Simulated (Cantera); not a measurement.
CuO + C + CO (carbothermic reduction)

Charge: 1 mol CuO, a varied amount of C, 0.043 mol CO, equilibrated at 2152 °C and 75.0 Torr.

Method: chemical equilibrium by Gibbs-energy minimisation in Cantera with the NASA 1993 tables (ideal gas, pure condensed phases). Candidate condensed phases: C, Cu, CuO, Cu₂O; 15 gas species. Equilibrium is a limit: real reactors are often held back by kinetics, nucleation or transport.

From 0.69 mol C to 0.91 mol C nothing is condensed. From 1.2 mol C to 3.5 mol C the condensed part is C(graphite). The main Cu-bearing gas is Cu throughout.

```
n(C) (mol)  log p Cu  log p CO  log p CO₂  log p Cu₂  log p O₂  log p O  n C(graphite)
----------  --------  --------  ---------  ---------  --------  -------  -------------
0.69           -1.25     -1.60      -1.77      -3.41     -3.56    -3.78              0
0.91           -1.29     -1.35      -2.34      -3.51     -5.20    -4.60              0
1.2            -1.31     -1.29      -7.89      -3.55      <-13   -10.21          0.200
1.6            -1.31     -1.29      -7.89      -3.55      <-13   -10.21          0.600
2.1            -1.31     -1.29      -7.89      -3.55      <-13   -10.21           1.10
2.7            -1.31     -1.29      -7.89      -3.55      <-13   -10.21           1.70
3.5            -1.31     -1.29      -7.89      -3.55      <-13   -10.21           2.50
```
log p: log10 of the partial pressure in bar; n: condensed amount in mol.
